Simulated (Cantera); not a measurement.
Cantera run, input and output.

```python
import numpy as np
import cantera as ct

surf = ct.Interface("diamond.yaml", "diamond_100")
gas, bulk = surf.adjacent["gas"], surf.adjacent["diamond"]
k = surf.kinetics_species_index(bulk.species_names[0])
cover = ["c6HH", "c6H*", "c6*H", "c6**", "c6HM", "c6B"]

rows, drift = [], 0.0
print(f"{'xH':>10s}{'um/h':>11s}" + "".join(f"{s:>11s}" for s in cover))
for v in [0.0001, 0.0002, 0.00038, 0.00075, 0.0015, 0.0028, 0.0056, 0.011, 0.021]:
    T, P, xH, xCH3 = 1200, 1000, v, 0.00018
    gas.TPX = T, P, {"H": xH, "CH3": xCH3, "CH4": 0.023, "H2": 1 - xH - xCH3 - 0.023}
    surf.TP = bulk.TP = T, P
    surf.coverages = "c6H*:0.1, c6HH:0.9"
    surf.advance_coverages(100.0)
    before = surf.coverages
    surf.advance_coverages(100.0)
    drift = max(drift, np.max(np.abs(surf.coverages - before) / (surf.coverages + 1e-9)))
    rate = surf.net_production_rates[k] * bulk.mean_molecular_weight / bulk.density * 3.6e9
    rows.append([rate, *surf[cover].coverages])
    print(f"{v:10.4g}{rate:11.4e}" + "".join(f"{x:11.3e}" for x in rows[-1][1:]))
```

Output:

```
        xH       um/h       c6HH       c6H*       c6*H       c6**       c6HM        c6B
    0.0001 1.5368e-02  6.152e-01  2.731e-02  3.497e-01  4.937e-03  3.314e-04  4.170e-11
    0.0002 3.6225e-02  5.439e-01  3.212e-02  4.112e-01  9.394e-03  4.223e-04  9.830e-11
   0.00038 6.4773e-02  4.995e-01  3.496e-02  4.476e-01  1.460e-02  5.018e-04  1.758e-10
   0.00075 1.0126e-01  4.708e-01  3.668e-02  4.696e-01  2.012e-02  5.723e-04  2.748e-10
    0.0015 1.4358e-01  4.543e-01  3.759e-02  4.813e-01  2.462e-02  6.207e-04  3.896e-10
    0.0028 1.9137e-01  4.462e-01  3.802e-02  4.866e-01  2.738e-02  6.408e-04  5.193e-10
    0.0056 2.6994e-01  4.413e-01  3.826e-02  4.897e-01  2.924e-02  6.359e-04  7.325e-10
     0.011 3.9436e-01  4.389e-01  3.840e-02  4.912e-01  3.024e-02  6.014e-04  1.070e-09
     0.021 5.7895e-01  4.378e-01  3.848e-02  4.920e-01  3.077e-02  5.368e-04  1.571e-09
```

Cantera simulation using the Harris–Goodwin 1993 mechanism for the reconstructed diamond (100) surface; the numbers are that mechanism's predictions, not measurements.
